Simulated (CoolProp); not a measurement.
Vapour-liquid equilibrium of ethanol (1) + n-octane (2) at 183.05 °C; x and y are mole fractions of (1).

Model: multi-fluid Helmholtz-energy mixture model, Schroeder 2014 and Beckmüller 2019; pair parameters Bell 2016, in CoolProp.

**Question.** Give the bubble pressure and the first vapour's composition at x = 0.25, 0.55, 0.95. Is there an azeotrope?

**Answer.** x = 0.25: 12.31 bar, y = 0.669; x = 0.55: 16.37 bar, y = 0.784; x = 0.95: 20.66 bar, y = 0.967. No azeotrope shows between x = 0.05 and 0.95.

The pair parameters rest on a limited set of measurements; away from them the model extrapolates. With so large a gap from Raoult's law the liquid may split in two, which this calculation doesn't test in full.
